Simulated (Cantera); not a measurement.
An isothermal, constant-pressure homogeneous reactor starts with NH3 : N2 = 1 : 4.6 (molar parts), at 1275 K and 1.48 atm.

Computed with Cantera and the gas-phase N/H chemistry of the illustrative SiF4/NH3 mechanism in the Surface Chemkin manual (1991). Walls and surfaces, which speed up NH3 decomposition in real reactors, are not modelled.

x: mole fraction; the columns are a selection and need not sum to one.

```json
[
 {"t (s)": "1.00e-6", "x NH3": "0.179", "x N2H4": "<1e-12", "x N2H2": "<1e-12", "x H2": "3.16e-12", "x NH2": "1.36e-11"},
 {"t (s)": "4.35e-6", "x NH3": "0.179", "x N2H4": "<1e-12", "x N2H2": "<1e-12", "x H2": "3.23e-11", "x NH2": "7.78e-11"},
 {"t (s)": "1.89e-5", "x NH3": "0.179", "x N2H4": "<1e-12", "x N2H2": "<1e-12", "x H2": "1.84e-10", "x NH2": "3.82e-10"},
 {"t (s)": "8.23e-5", "x NH3": "0.179", "x N2H4": "<1e-12", "x N2H2": "<1e-12", "x H2": "8.47e-10", "x NH2": "1.71e-9"},
 {"t (s)": "0.000358", "x NH3": "0.179", "x N2H4": "<1e-12", "x N2H2": "<1e-12", "x H2": "3.73e-9", "x NH2": "7.47e-9"},
 {"t (s)": "0.00156", "x NH3": "0.179", "x N2H4": "7.30e-12", "x N2H2": "1.58e-12", "x H2": "1.63e-8", "x NH2": "3.25e-8"},
 {"t (s)": "0.00678", "x NH3": "0.179", "x N2H4": "1.65e-10", "x N2H2": "3.97e-11", "x H2": "…", "x NH2": "…"},
 {"t (s)": "0.0295", "x NH3": "0.179", "x N2H4": "…", "x N2H2": "8.06e-10", "x H2": "…", "x NH2": "…"},
 {"t (s)": "0.128", "x NH3": "0.179", "x N2H4": "3.94e-8", "x N2H2": "1.07e-8", "x H2": "7.10e-6", "x NH2": "2.14e-6"},
 {"t (s)": "0.558", "x NH3": "0.179", "x N2H4": "5.65e-8", "x N2H2": "1.55e-8", "x H2": "7.93e-5", "x NH2": "2.57e-6"},
 {"t (s)": "2.43", "x NH3": "0.178", "x N2H4": "5.42e-8", "x N2H2": "1.49e-8", "x H2": "0.000396", "x NH2": "2.51e-6"},
 {"t (s)": "10.6", "x NH3": "0.177", "x N2H4": "4.64e-8", "x N2H2": "1.29e-8", "x H2": "0.00165", "x NH2": "2.32e-6"},
 {"t (s)": "46.0", "x NH3": "0.174", "x N2H4": "3.07e-8", "x N2H2": "8.47e-9", "x H2": "0.00566", "x NH2": "1.89e-6"},
 {"t (s)": "200", "x NH3": "0.167", "x N2H4": "1.53e-8", "x N2H2": "4.11e-9", "x H2": "0.0151", "x NH2": "1.33e-6"}
]
```

Question: Complete the blanks.

Answer: 
- 0.00678, x H2: 7.18e-8
- 0.00678, x NH2: 1.41e-7
- 0.0295, x N2H4: 3.17e-9
- 0.0295, x H2: 3.92e-7
- 0.0295, x NH2: 6.08e-7
